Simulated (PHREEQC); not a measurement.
A made-up water analysis in mg/kgw, 25 °C, pH 6.91, pe 9:

```csv
constituent,mg/kgw
Na,0.0068
K,0.0417
Ca,0.00268
Mg,0.0181
Cl,0.0147
S(6) as SO4,0.0701
Alkalinity as HCO3,0.0663
O(0) (dissolved oxygen),0.000192
Zn,0.000214
Li,0.000449
```

Valence states are taken as typed.

Model: ion-association model, wateq4f.dat, run in PHREEQC.

```json
{
  "ionic_strength": "4.68e-6 mol/kgw",
  "charge_balance_error": "1.5 %"
}
```

```tsv
species	molality	activity	log γ
HCO3-	1.13e-6	1.13e-6	-0.001
K+	1.07e-6	1.06e-6	-0.001
Mg+2	7.44e-7	7.37e-7	-0.004
SO4-2	7.30e-7	7.22e-7	-0.004
Cl-	4.15e-7	4.14e-7	-0.001
CO2	3.11e-7	3.11e-7	0.000
Na+	2.96e-7	2.95e-7	-0.001
H+	1.23e-7	1.23e-7	-0.001
OH-	8.16e-8	8.14e-8	-0.001
Ca+2	6.69e-8	6.62e-8	-0.004
Li+	6.47e-8	6.45e-8	-0.001
O2	6.00e-9	6.00e-9	0.000
Zn+2	3.24e-9	3.21e-9	-0.004
```

No solid was allowed to form. Complexes and solids missing from the database can't appear.
